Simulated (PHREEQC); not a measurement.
Dissolve 0.026 mol/kgw CdBr2 and 3.4e-05 mol/kgw HBF4 at 25 °C. Closed to the air; pH follows from the charge balance.

The numbers come from PHREEQC with the ion-association model, phreeqc.dat.

This is a speciation only: nothing precipitates in the calculation.

### Question
Order these F species by the share of F that they hold, largest first: F-, HF, CdF+.

### Answer
F- (85 %), HF (11 %), CdF+ (3.8 %)

### Question
Order these Cd species by the share of Cd that they hold, largest first: CdBr2, CdBr+, Cd+2.

### Answer
CdBr+ (64 %), Cd+2 (29 %), CdBr2 (7.4 %)

The pH is 3.98 and the ionic strength 0.0391 mol/kgw. Real BF4- forms and hydrolyses slowly; the run takes it at equilibrium.
